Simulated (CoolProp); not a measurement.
Vapour-liquid equilibrium of R152A (1) + isobutene (2) at 193.3 K; x and y are mole fractions of (1).

Values from CoolProp's multi-fluid Helmholtz-energy mixture model, Outcalt 1996 and Lemmon 2005; pair parameters Bell 2016.

```tsv
x	bubble pressure, mixture model (MPa)	bubble pressure, Raoult's law (MPa)	y, mixture model	y, Raoult's law
0.05	0.002374	0.001708	0.354	0.106
0.125	0.003113	0.001860	0.536	0.244
0.2	0.003538	0.002012	0.610	0.361
0.275	0.003776	0.002164	0.649	0.462
0.35	0.003909	0.002316	0.671	0.549
0.425	0.003983	0.002468	0.685	0.626
0.5	0.004028	0.002620	0.695	0.693
0.575	0.004059	0.002772	0.705	0.754
0.65	0.004082	0.002925	0.717	0.808
0.725	0.004096	0.003077	0.736	0.856
0.8	0.004086	0.003229	0.765	0.900
0.875	0.004023	0.003381	0.813	0.941
0.95	0.003853	0.003533	0.900	0.977
```

The largest gap from Raoult's law is +75.8 % in bubble pressure, at x = 0.2. y crosses x between x = 0.725 and 0.8: the model has an azeotrope there.

Pair parameters are fitted to limited data, so mixtures are less certain than the pure fluids. With so large a gap from Raoult's law the liquid may split in two, which this calculation doesn't test in full.
